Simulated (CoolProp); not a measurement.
Model: reference Helmholtz-energy equation of state, Gao 2022, in CoolProp.

Q: For n-perfluorohexane, give the phase and the cv (kJ/(kg K)), speed of sound (m/s) at 391.5 K and 2.48 MPa; 435.4 K and 2.48 MPa; 450 K and 2.48 MPa.

A: 
- 391.5 K and 2.48 MPa: liquid; cv 0.969, speed of sound 278
- 435.4 K and 2.48 MPa: liquid; cv 1.02, speed of sound 147
- 450 K and 2.48 MPa: supercritical; cv 1.05, speed of sound 101
